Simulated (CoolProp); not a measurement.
Saturation properties of o-xylene (Tc = 630.3 K, pc = 37.37 bar, ω = 0.312).

Computed with CoolProp (reference Helmholtz-energy equation of state, Zhou 2012).

| T (K) | p (bar) | vapour density (kg/m³) | enthalpy of vaporisation (kJ/kg) | liquid conductivity (mW/(m K)) |
|---|---|---|---|---|
| 494.1 | 5.389 | 16.26 | 288.4 | 84.9 |
| 497.7 | 5.747 | 17.35 | 285.4 | 84.3 |
| 501.4 | ? | 18.53 | 282.2 | ? |
| 505 | 6.530 | 19.74 | 279.1 | 83.2 |
| 508.7 | ? | 21.05 | 275.9 | 82.6 |
| 512.3 | 7.390 | 22.40 | ? | 82.0 |
| 516 | 7.857 | 23.87 | 269.2 | 81.5 |
| 519.6 | 8.333 | 25.38 | 265.8 | ? |
| 523.3 | 8.844 | 27.01 | 262.3 | 80.5 |

Task: What belongs in the gaps?

Result: 
- 501.4, p (bar): 6.134
- 501.4, liquid conductivity (mW/(m K)): 83.7
- 508.7, p (bar): 6.956
- 512.3, enthalpy of vaporisation (kJ/kg): 272.6
- 519.6, liquid conductivity (mW/(m K)): 81.0

It boils at 417.5 K under 1 atm.

Thermal conductivity comes from a separate model (Mylona 2014).
